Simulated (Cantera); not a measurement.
Charge: 1 mol SiH₄, 37 mol NH₃, 6.6 mol H₂, held at 16000 Pa.

Method: chemical equilibrium by Gibbs-energy minimisation in Cantera with the NASA 1993 tables (ideal gas, pure condensed phases). Candidate condensed phases: Si, Si₃N₄; 18 gas species. Gases not in the tables: Si₂H₆ and higher silanes. Kinetics and transport are ignored.

Q: What share of the Si ends up in condensed phases as a function of T (°C), at 1225, 1275, 1325, 1375, 1425, 1475, 1525, 1575, 1625, 1675, 1725, 1775, 1825?

A: 
| T (°C) | Si condensed (%) | as |
|---|---|---|
| 1225 | 100.0 | Si₃N₄(s) |
| 1275 | 100.0 | Si₃N₄(s) |
| 1325 | 100.0 | Si₃N₄(s) |
| 1375 | 100.0 | Si₃N₄(s) |
| 1425 | 100.0 | Si₃N₄(s) |
| 1475 | 99.9 | Si₃N₄(s) |
| 1525 | 99.8 | Si₃N₄(s) |
| 1575 | 99.5 | Si₃N₄(s) |
| 1625 | 98.6 | Si(l) |
| 1675 | 97.7 | Si(l) |
| 1725 | 96.1 | Si(l) |
| 1775 | 93.6 | Si(l) |
| 1825 | 89.6 | Si(l) |
